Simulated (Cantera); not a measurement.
## Thermodynamics of fluorocarbon and chlorocarbon gases, feed CH3F + F2

A closed system holds: 1 mol CH3F, 0.65 mol F2, held at 61.0 mbar.

These are equilibrium values from Cantera (NASA tables, ideal gas, pure condensed phases), not measurements of a reactor. Candidate condensed phases: C, C6H6, C7H8, C8H18; 95 gas species. The numbers say what is thermodynamically allowed, not how fast it happens.

From 2123 K to 3173 K the condensed part is C(graphite). From 3323 K to 3473 K nothing is condensed. The main C-bearing gas is C2H2 (acetylene) at 2123 K and C3 at 3473 K.

| T (K) | x HF | x H | x H2 | x F | x C3 | x C | x CF | x C2 | n C(graphite) |
|---|---|---|---|---|---|---|---|---|---|
| 2123 | 0.866 | 0.00522 | 0.129 | 2.31e-5 | 7.86e-9 | 6.05e-9 | 1.89e-7 | 6.77e-10 | 0.999 |
| 2273 | 0.863 | 0.0120 | 0.125 | 9.06e-5 | 1.65e-7 | 8.79e-8 | 1.37e-6 | 1.46e-8 | 0.997 |
| 2423 | 0.857 | 0.0246 | 0.117 | 0.000305 | 2.36e-6 | 9.15e-7 | 7.80e-6 | 2.15e-7 | 0.995 |
| 2573 | 0.847 | 0.0451 | 0.105 | 0.000912 | 2.45e-5 | 7.23e-6 | 3.70e-5 | 2.29e-6 | 0.991 |
| 2723 | 0.831 | 0.0746 | 0.0885 | 0.00250 | 0.000195 | 4.54e-5 | 0.000152 | 1.88e-5 | 0.984 |
| 2873 | 0.808 | 0.111 | 0.0685 | 0.00639 | 0.00124 | 0.000235 | 0.000561 | 0.000123 | 0.965 |
| 3023 | 0.769 | 0.151 | 0.0486 | 0.0154 | 0.00652 | 0.00103 | 0.00187 | 0.000666 | 0.897 |
| 3173 | 0.694 | 0.189 | 0.0320 | 0.0342 | 0.0291 | 0.00394 | 0.00555 | 0.00306 | 0.613 |
| 3323 | 0.574 | 0.225 | 0.0206 | 0.0659 | 0.0705 | 0.0113 | 0.0119 | 0.00894 | 0 |
| 3473 | 0.476 | 0.277 | 0.0152 | 0.113 | 0.0604 | 0.0217 | 0.0162 | 0.0125 | 0 |
x: gas mole fraction; n: condensed amount in mol.
